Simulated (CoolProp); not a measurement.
Properties of propylene along the isobar 1.01 bar (Tc = 91.1 °C, pc = 45.55 bar, ω = 0.146).

Model: reference Helmholtz-energy equation of state, Lemmon 2013, in CoolProp.

```csv
T (°C),phase,density (kg/m³),cp (kJ/(kg K)),Prandtl number
-111.65,liquid,684.8,2.064,5.88
-90.65,liquid,661.1,2.081,4.35
-69.65,liquid,636.7,2.122,3.49
-48.65,liquid,611.3,2.186,2.96
-27.65,gas,2.140,1.385,0.789
-6.65,gas,1.958,1.448,0.782
14.35,gas,1.807,1.515,0.777
35.35,gas,1.679,1.587,0.773
56.35,gas,1.568,1.661,0.770
77.35,gas,1.471,1.737,0.767
98.35,gas,1.386,1.814,0.765
119.45,gas,1.310,1.891,0.762
140.45,gas,1.242,1.967,0.760
161.45,gas,1.181,2.042,0.757
```

Viscosity comes from a separate model (Huber 2003), an estimate that may be off by 10 % or more. Thermal conductivity comes from a separate model (Huber 2003), an estimate that may be off by 10 % or more.
